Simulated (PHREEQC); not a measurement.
Make-up at 25 °C: 1 mmol/kgw CdCl2, 0.31 mmol/kgw Na2SO4 and 5.6 mmol/kgw HCl. Closed to the air; pH follows from the charge balance.

All values are PHREEQC results (ion-association model, wateq4f.dat), not measurements.

Each row changes one thing in this solution. This is a speciation only: nothing precipitates in the calculation.

```json
[
 {"case": "as made", "pH": "2.29", "ionic strength (mol/kgw)": "0.00865", "Cl- (mol/kgw)": "0.00727", "Cd+2 (mol/kgw)": "0.000662", "CdCl+ (mol/kgw)": "0.000311", "SO4-2 (mol/kgw)": "0.000212", "SI of CdOHCl (CdOHCl)": "-6.75", "SI of Halite (NaCl)": "-7.01"},
 {"case": "temperature from 25 to 75 °C", "pH": "2.31", "ionic strength (mol/kgw)": "0.00845", "Cl- (mol/kgw)": "0.00725", "Cd+2 (mol/kgw)": "0.000642", "CdCl+ (mol/kgw)": "0.000335", "SO4-2 (mol/kgw)": "0.000131", "SI of CdOHCl (CdOHCl)": "-6.00", "SI of Halite (NaCl)": "-7.12"},
 {"case": "diluted 100-fold with water", "pH": "4.26", "ionic strength (mol/kgw)": "9.51e-5", "Cl- (mol/kgw)": "7.59e-5", "Cd+2 (mol/kgw)": "9.92e-6", "CdCl+ (mol/kgw)": "6.88e-8", "SO4-2 (mol/kgw)": "3.08e-6", "SI of CdOHCl (CdOHCl)": "-8.41", "SI of Halite (NaCl)": "-10.92"},
 {"case": "temperature from 25 to 60 °C", "pH": "2.30", "ionic strength (mol/kgw)": "0.00851", "Cl- (mol/kgw)": "0.00725", "Cd+2 (mol/kgw)": "0.000646", "CdCl+ (mol/kgw)": "0.000329", "SO4-2 (mol/kgw)": "0.000159", "SI of CdOHCl (CdOHCl)": "-6.20", "SI of Halite (NaCl)": "-7.09"},
 {"case": "0.0051 mol/kgw H2SO4 added", "pH": "1.92", "ionic strength (mol/kgw)": "0.0190", "Cl- (mol/kgw)": "0.00735", "Cd+2 (mol/kgw)": "0.000584", "CdCl+ (mol/kgw)": "0.000237", "SO4-2 (mol/kgw)": "0.00292", "SI of CdOHCl (CdOHCl)": "-7.26", "SI of Halite (NaCl)": "-7.05"},
 {"case": "CdCl2 from 0.001 to 0.0009 mol/kgw", "pH": "2.29", "ionic strength (mol/kgw)": "0.00843", "Cl- (mol/kgw)": "0.00711", "Cd+2 (mol/kgw)": "0.000599", "CdCl+ (mol/kgw)": "0.000277", "SO4-2 (mol/kgw)": "0.000213", "SI of CdOHCl (CdOHCl)": "-6.80", "SI of Halite (NaCl)": "-7.02"},
 {"case": "temperature from 25 to 50 °C", "pH": "2.30", "ionic strength (mol/kgw)": "0.00855", "Cl- (mol/kgw)": "0.00726", "Cd+2 (mol/kgw)": "0.000650", "CdCl+ (mol/kgw)": "0.000324", "SO4-2 (mol/kgw)": "0.000176", "SI of CdOHCl (CdOHCl)": "-6.35", "SI of Halite (NaCl)": "-7.07"},
 {"case": "0.0045 mol/kgw KCl added", "pH": "2.30", "ionic strength (mol/kgw)": "0.0130", "Cl- (mol/kgw)": "0.0117", "Cd+2 (mol/kgw)": "0.000571", "CdCl+ (mol/kgw)": "0.000400", "SO4-2 (mol/kgw)": "0.000216", "SI of CdOHCl (CdOHCl)": "-6.65", "SI of Halite (NaCl)": "-6.82"}
]
```

Species that the database lacks are ignored. Constants without temperature data keep their 25 °C values here.
